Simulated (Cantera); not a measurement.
Charge: 1 mol Ta2O5, a varied amount of H2, held at 1900 °C and 13.3 mbar.

Equilibrium computed with Cantera from the NASA thermochemical tables; the gas is ideal and each condensed phase is pure. Candidate condensed phases: H2O, Ta, Ta2O5; 12 gas species. Mutual solubility and eutectic melting of coexisting phases are not modelled. Condensed phases not in the tables: N, O or C dissolved in the metal. Rates play no part.

Problem. What share of the Ta ends up in condensed phases as a function of n(H2) (mol), at 110, 140, 180, 230, 300, 380, 490, 630, 810, 1000, 1400, 1700, 2200?

Solution. 
| n(H2) (mol) | Ta condensed (%) | as |
|---|---|---|
| 110 | 92.7 | Ta(s) + Ta2O5(l) |
| 140 | 90.8 | Ta(s) + Ta2O5(l) |
| 180 | 88.1 | Ta(s) + Ta2O5(l) |
| 230 | 84.8 | Ta(s) + Ta2O5(l) |
| 300 | 80.2 | Ta(s) + Ta2O5(l) |
| 380 | 74.9 | Ta(s) + Ta2O5(l) |
| 490 | 67.7 | Ta(s) + Ta2O5(l) |
| 630 | 58.5 | Ta(s) + Ta2O5(l) |
| 810 | 46.6 | Ta(s) + Ta2O5(l) |
| 1000 | 45.2 | Ta(s) |
| 1400 | 51.3 | Ta(s) |
| 1700 | 54.7 | Ta(s) |
| 2200 | 59.0 | Ta(s) |
